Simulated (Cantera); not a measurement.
Input (Python, Cantera):

```python
import numpy as np
import cantera as ct

gas = ct.Solution("gri30.yaml")
gas.TPX = 425, 13332, {'C3H8': 1, 'O2': 7.14, 'N2': 26.9, 'H2O': 0.34}
flame = ct.FreeFlame(gas, width=0.16)
flame.set_refine_criteria(ratio=3, slope=0.08, curve=0.16)
flame.transport_model = "mixture-averaged"
flame.solve(loglevel=0, auto=True)
z, T = flame.grid, flame.T
thick = (T[-1] - T[0]) / np.gradient(T, z).max()
show = ['C3H8', 'O2', 'N2O', 'CH4', 'O', 'CO']
print(f"laminar burning velocity  {flame.velocity[0] * 100:.3f} cm/s")
print(f"burnt temperature         {T[-1]:.1f} K")
print(f"thermal thickness         {thick * 1e3:.4f} mm")
print(f"grid points               {len(z)}")
z0 = z[flame.heat_release_rate.argmax()]
print(f"{'z/mm':>9s}{'T/K':>9s}{'u/(m/s)':>9s}" + "".join(f"{s:>11s}" for s in show))
rows = []
for k in (-3, -2, -1.5, -1, -0.5, -0.25, 0, 0.25, 0.5, 1, 2, 4, 8):
    zz = z0 + k * thick
    rows.append([k * thick, np.interp(zz, z, T), np.interp(zz, z, flame.velocity),
                 *(np.interp(zz, z, flame.X[gas.species_index(s)]) for s in show)])
    print(f"{rows[-1][0] * 1e3:9.3f}{rows[-1][1]:9.1f}{rows[-1][2]:9.3f}" + "".join(f"{x:11.3e}" for x in rows[-1][3:]))
```

Result:

```
laminar burning velocity  83.939 cm/s
burnt temperature         1965.9 K
thermal thickness         2.2331 mm
grid points               145
     z/mm      T/K  u/(m/s)       C3H8         O2        N2O        CH4          O         CO
   -6.699    425.1    0.840  2.825e-02  2.017e-01  2.594e-14  2.512e-07  1.305e-13  1.672e-06
   -4.466    426.1    0.843  2.823e-02  2.014e-01  7.743e-13  4.111e-06  2.202e-11  3.185e-05
   -3.350    430.0    0.852  2.818e-02  2.009e-01  4.587e-12  1.741e-05  3.324e-10  1.466e-04
   -2.233    460.0    0.915  2.794e-02  1.981e-01  5.230e-11  1.145e-04  1.107e-08  1.104e-03
   -1.117    726.6    1.471  2.260e-02  1.750e-01  9.984e-10  8.975e-04  1.703e-06  1.131e-02
   -0.558   1068.2    2.210  9.757e-03  1.421e-01  3.299e-09  1.402e-03  6.455e-05  2.775e-02
    0.000   1406.2    2.958  6.017e-04  1.043e-01  8.533e-09  7.651e-04  1.126e-03  4.506e-02
    0.558   1536.5    3.239  2.235e-06  8.309e-02  1.675e-08  1.303e-04  4.638e-03  4.490e-02
    1.117   1568.8    3.300  2.478e-09  7.446e-02  2.372e-08  1.251e-05  7.031e-03  3.704e-02
    2.233   1604.3    3.357  2.152e-14  6.804e-02  2.892e-08  9.159e-08  8.311e-03  2.536e-02
    4.466   1651.5    3.437  2.657e-21  6.419e-02  3.003e-08  2.674e-11  8.261e-03  1.639e-02
    8.932   1711.2    3.546  4.895e-30  6.222e-02  3.256e-08  7.459e-17  7.101e-03  1.269e-02
   17.865   1780.0    3.672  3.950e-42  6.086e-02  3.815e-08  2.151e-19  5.303e-03  1.054e-02
```

Cantera simulation using GRI-Mech 3.0 (53 species, 325 reactions); the numbers are that mechanism's predictions, not measurements. GRI-Mech 3.0 was tuned for natural gas; its chemistry of propane as a main component is partial and can be far from experiment. Burning velocities carry a grid error of a few per cent, more on coarse grids.
